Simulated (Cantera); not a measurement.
# Diamond growth

A diamond (100) surface in a fixed gas of H2 with x(CH4) = 0.0041, x(H) = 0.00036, x(CH3) = 0.00061, at 925 K; coverages are run to steady state.

Detailed kinetics in Cantera: the Harris–Goodwin 1993 mechanism for the reconstructed diamond (100) surface.

```csv
P (Pa),growth (µm/h),θ c6HH,θ c6H*,θ c6*H,θ c6**,θ c6HM
410,0.242,0.384,0.00680,0.175,0.00199,0.339
740,0.493,0.346,0.00610,0.157,0.00179,0.384
1300,0.931,0.321,0.00564,0.145,0.00165,0.414
2400,1.80,0.304,0.00532,0.137,0.00156,0.434
4400,3.39,0.294,0.00514,0.132,0.00150,0.446
8100,6.33,0.288,0.00504,0.130,0.00147,0.452
15000,11.8,0.285,0.00498,0.128,0.00146,0.456
27000,21.4,0.283,0.00495,0.127,0.00145,0.458
```
θ: site fractions in the mechanism's names (c6HH fully hydrogenated, c6H* and c6*H radical sites, c6** diradical, c6HM methylated).
